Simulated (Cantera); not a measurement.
Charge: 1 mol Si, 1.5 mol O2, 4.9 mol H2, held at 4.70 bar.

Cantera equilibrium calculation (NASA polynomials, part measured and part estimated; ideal gas, pure solids and liquids). Candidate condensed phases: H2O, Si, SiO2; 18 gas species. The tables hold silica as quartz up to 1696 K and as liquid above; real silica turns to tridymite and cristobalite and melts near 1996 K. Gases not in the tables: Si(OH)4. Kinetics and transport are ignored.

Question: Which condensed phases are stable at each of these points (T (K)): 1723, 1773, 1823, 1873, 1923, 1973, 2023?

Answer: 
| T (K) | condensed phases | Si condensed (%) |
|---|---|---|
| 1723 | SiO2(condensed) | 100.0 |
| 1773 | SiO2(condensed) | 100.0 |
| 1823 | SiO2(condensed) | 100.0 |
| 1873 | SiO2(condensed) | 100.0 |
| 1923 | SiO2(condensed) | 100.0 |
| 1973 | SiO2(condensed) | 100.0 |
| 2023 | SiO2(l) | 100.0 |

From 1723 K to 1973 K the condensed part is SiO2(condensed). At 2023 K the condensed part is SiO2(l).
